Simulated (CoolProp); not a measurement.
Decamethylcyclopentasiloxane (D5) along the isobar 15 bar: Z from the reference equation and from simpler models built on Tc = 345.1 °C, pc = 10.78 bar, ω = 0.631; each cubic takes its own stable root.

Values from CoolProp's reference Helmholtz-energy equation of state, Thol 2019.

```json
[
 {"T (°C)": "83.75", "phase": "liquid", "reference": "0.2096"},
 {"T (°C)": "95.65", "phase": "liquid", "reference": "0.2058"},
 {"T (°C)": "107.55", "phase": "liquid", "reference": "0.2022"},
 {"T (°C)": "119.45", "phase": "liquid", "reference": "0.1990"},
 {"T (°C)": "131.45", "phase": "liquid", "reference": "0.1961"},
 {"T (°C)": "143.35", "phase": "liquid", "reference": "0.1934"},
 {"T (°C)": "155.25", "phase": "liquid", "reference": "0.1911"},
 {"T (°C)": "167.15", "phase": "liquid", "reference": "0.1890"},
 {"T (°C)": "179.05", "phase": "liquid", "reference": "0.1872"}
]
```

Problem. How far does each simpler model (van der Waals, Redlich-Kwong, Soave-Redlich-Kwong) lie from the reference over these 9 states: mean and median of the absolute difference, and the worst?

Solution. 
- van der Waals: mean 76.7 %, median 76.6 %, worst +79.2 % at 83.75 °C and 15 bar
- Redlich-Kwong: mean 22.7 %, median 22.7 %, worst +23.0 % at 179.05 °C and 15 bar
- Soave-Redlich-Kwong: mean 14.2 %, median 14.0 %, worst +15.5 % at 83.75 °C and 15 bar
